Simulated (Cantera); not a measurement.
What does this Cantera script print?

```python
import numpy as np
import cantera as ct

gas_names = """
    H HNO HNO2 HNO3 HO2 H2 H2O H2O2 N NH NH2 NH3 NH2OH NO NO2 NO3 N2 N2H2 N2H4 N2O O OH O2 O3 Zr ZrN ZrO
    ZrO2
""".split()
cond_names = """
    H2O(s) H2O(L) Zr(a) Zr(b) Zr(L) ZrN(s) ZrN(L) ZrO2(a) ZrO2(b) ZrO2(L)
""".split()


# ... load() reads the species with a 1 bar reference pressure and builds the phases ...
atoms = {
    'Zr': {'Zr': 1},
    'N2O': {'N': 2, 'O': 1},
    'H2O': {'H': 2, 'O': 1},
}
top_T = {}  # K; cautious upper limits of use, not melting points


# ... equilibrate(T, P, feed) seeds the gas with the atoms and calls Mixture.equilibrate('TP', solver="vcs", rtol=1e-11, max_steps=5000) ...
results = []
feed = {'Zr': 1, 'N2O': 11, 'H2O': 6.1}  # mol
T = 950  # K
P = 5.1  # Pa
mix = equilibrate(T, P, feed)
results.append((T, P, feed, dict(zip(mix.species_names, mix.species_moles))))
x = sorted(zip(gas.X, gas.species_names), reverse=True)
print(f"T = {T:g} K  P = {P:g} Pa  gas = {mix.phase_moles(0):.4g} mol")
print("   x: " + "  ".join(f"{s} {v:.3e}" for v, s in x if v > 1e-05))
print("   condensed (mol): " + ("  ".join(f"{mix.phase(i).name} {mix.phase_moles(i):.4g}"
      for i in range(1, mix.n_phases) if mix.phase_moles(i) > 1e-12) or "none"))
```

Output:

```
T = 950 K  P = 5.1 Pa  gas = 21.6 mol
   x: N2 5.093e-01  H2O 2.824e-01  O2 2.083e-01  NO 1.404e-05
   condensed (mol): ZrO2(a) 1
```

Cantera equilibrium calculation (NASA polynomials, part measured and part estimated; ideal gas, pure solids and liquids).
